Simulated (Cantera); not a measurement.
Premixed flame

A freely propagating, adiabatic, planar premixed flame of H2 : O2 : N2 = 1 : 0.417 : 1.21 (molar parts), equivalence ratio 1.2, unburnt at 650 K and 460000 Pa; unity-Lewis-number transport, grid criteria slope 0.08 and curve 0.16, no radiation.

Computed with Cantera and the H2/O2 subset of GRI-Mech 3.0, which has no nitrogen chemistry. The hydrogen kinetics of GRI-Mech 3.0 are dated; newer H2 mechanisms differ, most at raised pressure. Unity Lewis numbers drop preferential diffusion, which matters most where H2 and H carry the flame. Burning velocities carry a grid error of a few per cent, more on coarse grids.

```tsv
z (mm)	T (K)	u (m/s)	x H2	x O2	x H	x H2O2	x H2O	x OH
-0.157	650	8.27	0.381	0.159	<1e-8	<1e-8	1.85e-7	<1e-8
-0.104	650	8.27	0.381	0.159	<1e-8	<1e-8	4.23e-6	<1e-8
-0.0783	650	8.27	0.381	0.159	<1e-8	5.44e-8	2.64e-5	<1e-8
-0.0522	652	8.30	0.380	0.159	2.29e-8	5.56e-7	0.000273	1.33e-8
-0.0261	721	9.13	0.373	0.154	8.16e-5	1.30e-5	0.00901	3.93e-5
-0.0131	1046	13.0	0.329	0.132	0.00615	2.74e-5	0.0580	0.00113
0	1553	18.6	0.207	0.0765	0.0442	8.55e-6	0.171	0.00666
0.0131	1874	22.0	0.120	0.0335	0.0693	3.45e-6	0.251	0.0161
0.0261	2045	23.6	0.0977	0.0195	0.0654	2.25e-6	0.278	0.0213
0.0522	2231	25.4	0.0926	0.0132	0.0507	1.42e-6	0.296	0.0237
0.104	2413	27.0	0.0903	0.00933	0.0357	9.89e-7	0.312	0.0231
0.209	2572	28.4	0.0867	0.00606	0.0240	7.51e-7	0.329	0.0204
0.418	2689	29.4	0.0832	0.00364	0.0161	5.81e-7	0.343	0.0168
```
x: mole fraction of selected species; z is measured from the peak of heat release.

```yaml
laminar_burning_velocity: 827 cm/s
thermal_thickness: 0.0522 mm
peak x(H): 0.0698
peak x(H2O2): 2.76e-5
peak x(OH): 0.0238
grid_points: 124
```
